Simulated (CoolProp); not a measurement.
The numbers come from the reference Helmholtz-energy equation of state, Gao 2022 in CoolProp.

Problem. Give the vapour pressure (kPa), liquid density (kg/m³), liquid cp (kJ/(kg K)), vapour Z of saturated n-perfluorobutane at 8.45 °C.

Solution. 
```json
[
 {"T (°C)": "8.45", "p (kPa)": "152", "liquid density (kg/m³)": "1560", "liquid cp (kJ/(kg K))": "1.12", "vapour Z": "0.936"}
]
```
